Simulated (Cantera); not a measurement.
Feed: 1 mol Pb, 1.3 mol CO2, 4.8 mol CO, equilibrated at 1848.15 K and 4.70 bar.

Equilibrium computed with Cantera from the NASA thermochemical tables; the gas is ideal and each condensed phase is pure. Candidate condensed phases: C, Pb, PbO, PbO2, Pb3O4; 15 gas species. Gases not in the tables: (PbO)n polymers. Kinetics and transport are ignored.

Base state: CO 0.725, CO2 0.196, Pb 0.0786, PbO 0.000211, Pb2 0.000194 (mole fractions); condensed: Pb(l).

Q: What changes in the equilibrium state with this change: temperature from 1848.15 K to 1200 K?

A: 
```
species       before     after
----------  --------  --------
CO             0.725     0.787
CO2            0.196     0.213
Pb            0.0786  0.000137
PbO         0.000211   1.64e-9
Pb2         0.000194   5.10e-9
Pb(l), mol     0.475     0.999
```
